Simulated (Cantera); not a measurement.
An adiabatic, constant-pressure homogeneous reactor starts with H₂ : O₂ : N₂ : H₂O = 1 : 0.357 : 2.43 : 0.35 (molar parts), equivalence ratio 1.4, at 1175 K and 1.00 atm. Integrator tolerance rtol = 1e-08.

Detailed kinetics in Cantera: the H2/O2 subset of GRI-Mech 3.0, which has no nitrogen chemistry.

Q: What does this change do: pressure from 1.00 atm to 9.87 atm?

A: 
```json
[
 {"quantity": "time of steepest temperature rise", "before": "94.5 µs", "after": "0.354 ms"},
 {"quantity": "temperature at 0.300 s", "before": "2340 K", "after": "2362 K"},
 {"quantity": "equilibrium temperature", "before": "2340 K", "after": "2362 K"},
 {"quantity": "x(H₂) at 0.300 s", "before": "0.0751 (gas-phase equilibrium 0.0751)", "after": "0.0754 (gas-phase equilibrium 0.0754)"},
 {"quantity": "x(O₂) at 0.300 s", "before": "9.23e-5 (gas-phase equilibrium 9.23e-5)", "after": "1.20e-5 (gas-phase equilibrium 1.20e-5)"},
 {"quantity": "x(H₂O) at 0.300 s", "before": "0.278 (gas-phase equilibrium 0.278)", "after": "0.280 (gas-phase equilibrium 0.280)"},
 {"quantity": "x(H₂O₂) at 0.300 s", "before": "1.31e-8 (gas-phase equilibrium 1.31e-8)", "after": "1.58e-8 (gas-phase equilibrium 1.58e-8)"},
 {"quantity": "x(O) at 0.300 s", "before": "5.98e-5 (gas-phase equilibrium 5.98e-5)", "after": "7.76e-6 (gas-phase equilibrium 7.76e-6)"}
]
```
The hydrogen kinetics of GRI-Mech 3.0 are dated; newer H2 mechanisms differ, most at raised pressure.
